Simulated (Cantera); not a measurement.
A closed system holds: 1 mol SiH2Cl2, 0.52 mol NH3, 11 mol N2, equilibrated at 7.20 Pa.

These are equilibrium values from Cantera (NASA tables, ideal gas, pure condensed phases), not measurements of a reactor. Candidate condensed phases: NH4Cl, Si, Si3N4; 28 gas species. The tables' values for SiCl, SiCl3, SiN are old estimates; treat these amounts as uncertain. The numbers say what is thermodynamically allowed, not how fast it happens.

x: gas mole fraction; n: condensed amount in mol.

```
T (K)   x N2   x HCl    x H2       x H      x Cl     x Si   x SiCl2  n Si3N4(s)  n Si(s)
-----  -----  ------  ------  --------  --------  -------  --------  ----------  -------
875    0.794   0.140  0.0633   1.49e-9   3.25e-9   <1e-12   2.36e-7       0.322        0
1075   0.793   0.144  0.0613   4.28e-7   9.07e-7   <1e-12  0.000230       0.326        0
1275   0.795       …       …         …         …        …         …           …        0
1475   0.798  0.0497   0.104  0.000492  0.000191  5.03e-5    0.0471       0.115        0
1675   0.794  0.0381   0.104   0.00442   0.00126  0.00603    0.0502           0    0.182
1875   0.760  0.0581       …         …         …        …         …           0        0
2075   0.706  0.0550  0.0492    0.0697    0.0575   0.0548   0.00524           0        0
```

Problem. What belongs in the gaps?

Solution. 
- 1875, x H2: 0.0802
- 1875, x H: 0.0219
- 1875, x Cl: 0.0120
- 1875, x Si: 0.0330
- 1875, x SiCl2: 0.0309
- 1275, x HCl: 0.118
- 1275, x H2: 0.0728
- 1275, x H: 2.34e-5
- 1275, x Cl: 3.23e-5
- 1275, x Si: 7.24e-9
- 1275, x SiCl2: 0.0135
- 1275, n Si3N4(s): 0.269
